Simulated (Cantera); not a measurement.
## Hydrocarbon pyrolysis for carbon deposition

An isothermal, constant-pressure homogeneous reactor starts with 14.9 % C2H6, 85.1 % H2, at 1250 K and 1.00 bar.

Computed with Cantera and GRI-Mech 3.0 (53 species, 325 reactions). GRI-Mech 3.0 stops at C3 and has no aromatics, soot or wall deposition, so with more carbon than oxygen in the feed, carbon stays in small species such as C2H2 where larger ones or solid carbon would form.

| t (s) | x C2H6 | x H2 | x C2H2 | x CH4 | x CH2 |
|---|---|---|---|---|---|
| 6.00e-6 | 0.149 | 0.851 | <1e-12 | 5.30e-6 | 1.19e-12 |
| 2.54e-5 | 0.149 | 0.851 | 3.90e-10 | 3.40e-5 | 5.67e-12 |
| 0.000108 | 0.147 | 0.851 | 1.26e-7 | 0.000277 | 5.99e-11 |
| 0.000456 | 0.133 | 0.851 | 1.24e-5 | 0.00321 | 2.22e-10 |
| 0.00193 | 0.0845 | 0.851 | 0.000268 | 0.0145 | 1.66e-10 |
| 0.00818 | 0.0204 | 0.849 | 0.00242 | 0.0333 | 6.36e-11 |
| 0.0346 | 0.00646 | 0.843 | 0.00823 | 0.0481 | 2.88e-11 |
| 0.147 | 0.00493 | 0.827 | 0.0149 | 0.0780 | 2.75e-11 |
| 0.621 | 0.00339 | 0.795 | 0.0128 | 0.136 | 2.15e-11 |
| 2.63 | 0.00177 | 0.753 | 0.00724 | 0.209 | 1.13e-11 |
| 11.1 | 0.000585 | 0.719 | 0.00259 | 0.267 | 3.74e-12 |
| 47.2 | 0.000147 | 0.706 | 0.000626 | 0.291 | 1.18e-12 |
| 200 | 0.000125 | 0.705 | 0.000520 | 0.292 | 1.06e-12 |
x: mole fraction; the columns are a selection and need not sum to one.

Equilibrium at this temperature and pressure: C2H6 0.000125, H2 0.705, C2H2 0.000520, CH4 0.292, CH2 1.06e-12 (gas phase only).
